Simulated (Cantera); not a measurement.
## Tantalum, niobium, vanadium and zirconium in process gases: V + NH₃ + N₂

Feed: 1 mol V, 7.3 mol NH₃, 0.62 mol N₂, at 57.0 Pa.

Method: chemical equilibrium by Gibbs-energy minimisation in Cantera with the NASA 1993 tables (ideal gas, pure condensed phases). Candidate condensed phases: V, VN; 11 gas species. VN: taken at fixed stoichiometry. Condensed phases not in the tables: V₂N, N, O or C dissolved in the metal. Kinetics and transport are ignored.

From 848 K to 1748 K the condensed part is VN(s). From 1848 K to 2148 K the condensed part is V(s).

```tsv
T (K)	x H₂	x N₂	x H	x V	x VN	x NH₃	x N	x NH	n VN(s)	n V(s)
848	0.744	0.256	6.87e-10	<1e-12	<1e-12	3.50e-7	<1e-12	<1e-12	1.00	0
948	0.744	0.256	1.89e-8	<1e-12	<1e-12	1.55e-7	<1e-12	<1e-12	1.00	0
1048	0.744	0.256	2.79e-7	<1e-12	<1e-12	7.95e-8	<1e-12	<1e-12	1.00	0
1148	0.744	0.256	2.59e-6	<1e-12	<1e-12	4.56e-8	<1e-12	<1e-12	1.00	0
1248	0.744	0.256	1.69e-5	<1e-12	<1e-12	2.85e-8	<1e-12	<1e-12	1.00	0
1348	0.744	0.256	8.36e-5	1.29e-11	<1e-12	1.91e-8	<1e-12	<1e-12	1.00	0
1448	0.744	0.256	0.000333	1.10e-9	<1e-12	1.35e-8	<1e-12	<1e-12	1.00	0
1548	0.743	0.256	0.00111	5.24e-8	<1e-12	9.94e-9	4.23e-12	4.33e-12	1.000	0
1648	0.741	0.256	0.00321	1.55e-6	2.91e-11	7.59e-9	4.04e-11	2.33e-11	1.000	0
1748	0.737	0.255	0.00821	3.08e-5	5.82e-10	5.94e-9	2.98e-10	1.03e-10	1.000	0
1848	0.703	0.278	0.0186	0.000334	6.62e-9	4.69e-9	1.86e-9	3.96e-10	0	0.995
1948	0.684	0.275	0.0392	0.00180	3.57e-8	3.72e-9	9.16e-9	1.28e-9	0	0.972
2048	0.649	0.268	0.0755	0.00821	1.61e-7	2.86e-9	3.85e-8	3.61e-9	0	0.869
2148	0.582	0.253	0.133	0.0324	6.16e-7	2.03e-9	1.39e-7	8.82e-9	0	0.454
```
x: gas mole fraction; n: condensed amount in mol.
